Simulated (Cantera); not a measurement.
CuO + H2 + N2 (hydrogen reduction and annealing atmospheres)

Input: 1 mol CuO, 7.8 mol H2, 36 mol N2, at 4.80 bar.

These are equilibrium values from Cantera (NASA tables, ideal gas, pure condensed phases), not measurements of a reactor. Candidate condensed phases: Cu, CuO, Cu(OH)2, Cu2O, H2O; 27 gas species. Kinetics and transport are ignored.

```csv
T (°C),x N2,x H2,x H2O,x NH3,n Cu(s),n Cu(l)
827,0.822,0.155,0.0228,8.45e-5,1.00,0
927,0.822,0.155,0.0228,5.08e-5,1.00,0
1027,0.822,0.155,0.0228,3.30e-5,1.000,0
1127,0.822,0.155,0.0228,2.28e-5,0,1.000
1227,0.822,0.155,0.0228,1.65e-5,0,1.000
1327,0.822,0.155,0.0228,1.24e-5,0,1.000
1427,0.822,0.155,0.0228,9.69e-6,0,0.999
```
x: gas mole fraction; n: condensed amount in mol.

From 827 °C to 1027 °C the condensed part is Cu(s). From 1127 °C to 1427 °C the condensed part is Cu(l).
